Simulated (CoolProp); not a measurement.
Octamethyltrisiloxane (MDM) at 298.15 K and 5.63 MPa is throttled through a valve to 1.98 MPa with no heat exchange. Each further row changes one setting.

Computed with CoolProp (reference Helmholtz-energy equation of state, Thol 2017).

```tsv
case	temperature change (K)	final density (kg/m³)
as stated	(withheld)	(withheld)
outlet pressure 0.594 MPa	(withheld)	(withheld)
outlet pressure 2.57 MPa	(withheld)	(withheld)
```

Fill in the missing entries.


- as stated, temperature change (K): +1.6
- as stated, final density (kg/m³): 816
- outlet pressure 0.594 MPa, temperature change (K): +2.2
- outlet pressure 0.594 MPa, final density (kg/m³): 814
- outlet pressure 2.57 MPa, temperature change (K): +1.4
- outlet pressure 2.57 MPa, final density (kg/m³): 818
